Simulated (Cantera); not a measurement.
A closed system holds: 1 mol Si₂H₆, 2.9 mol NO, 6.4 mol H₂, 0.1 mol O₂, equilibrated at 1750 K and 0.133 bar.

Cantera equilibrium calculation (NASA polynomials, part measured and part estimated; ideal gas, pure solids and liquids). Candidate condensed phases: H₂O, Si, SiO₂, Si₂N₂O, Si₃N₄; 35 gas species. The feed counts by its element totals alone. Mutual solubility and eutectic melting of coexisting phases are not modelled. The tables hold silica as quartz up to 1696 K and as liquid above; real silica turns to tridymite and cristobalite and melts near 1996 K. The numbers say what is thermodynamically allowed, not how fast it happens.

Base state: H₂ 0.866, N₂ 0.113, SiO 0.0204, H 0.000593, H₂O 0.000255 (mole fractions); condensed: SiO₂(condensed) + Si₂N₂O(s).

Q: What changes in the equilibrium state with this change: temperature from 1750 K to 1625 K?

A: 
```tsv
species	before	after
H₂	0.866	0.889
N₂	0.113	0.109
SiO	0.0204	0.00149
H	0.000593	0.000182
H₂O	0.000255	0.000213
SiO₂(condensed), mol	1.32	0
Si₂N₂O(s), mol	0.227	0.295
SiO₂(β-quartz), mol	0	1.39
```
